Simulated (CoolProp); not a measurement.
Values from CoolProp's reference Helmholtz-energy equation of state, Tillner-Roth 1997.

For CH2F2 (R32), give the phase and the cp (kJ/(kg K)), cv (kJ/(kg K)), Joule-Thomson coefficient (K/MPa), viscosity (µPa s) at -126.55 °C and 3.72 MPa; -86.45 °C and 3.72 MPa; -46.45 °C and 3.72 MPa.


- -126.55 °C and 3.72 MPa: liquid; cp 1.58, cv 1.04, Joule-Thomson coefficient -0.338, viscosity 1410
- -86.45 °C and 3.72 MPa: liquid; cp 1.55, cv 0.973, Joule-Thomson coefficient -0.316, viscosity 539
- -46.45 °C and 3.72 MPa: liquid; cp 1.58, cv 0.939, Joule-Thomson coefficient -0.254, viscosity 288

Viscosity comes from a separate model (Bell 2016), an estimate that may be off by 10 % or more.
